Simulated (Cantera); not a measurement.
An isothermal, constant-pressure homogeneous reactor starts with CH4 : N2 = 1 : 11 (molar parts), at 1750 K and 20.0 Torr. Integrator tolerance rtol = 1e-08.

Cantera simulation using GRI-Mech 3.0 (53 species, 325 reactions); the numbers are that mechanism's predictions, not measurements. GRI-Mech 3.0 stops at C3 and has no aromatics, soot or wall deposition, so with more carbon than oxygen in the feed, carbon stays in small species such as C2H2 where larger ones or solid carbon would form. Radical loss at walls, strong at low pressure, is not modelled.

**Question.** What does this change do: temperature 1750 to 1373 K?

**Answer.** 
| quantity | before | after |
|---|---|---|
| x(CH4) at 2.00 s | 0.000416 (gas-phase equilibrium 9.07e-6) | 0.0826 (gas-phase equilibrium 0.000470) |
| x(CH2) at 2.00 s | 1.42e-7 (gas-phase equilibrium 3.54e-9) | 1.61e-9 (gas-phase equilibrium 2.38e-11) |
| x(CH3) at 2.00 s | 3.34e-5 (gas-phase equilibrium 7.76e-7) | 6.31e-5 (gas-phase equilibrium 5.68e-7) |
| x(C2H6) at 2.00 s | 7.18e-9 (gas-phase equilibrium 5.62e-12) | 4.23e-5 (gas-phase equilibrium 3.78e-9) |
| x(H2) at 2.00 s | 0.115 (gas-phase equilibrium 0.115) | 0.000729 (gas-phase equilibrium 0.115) |
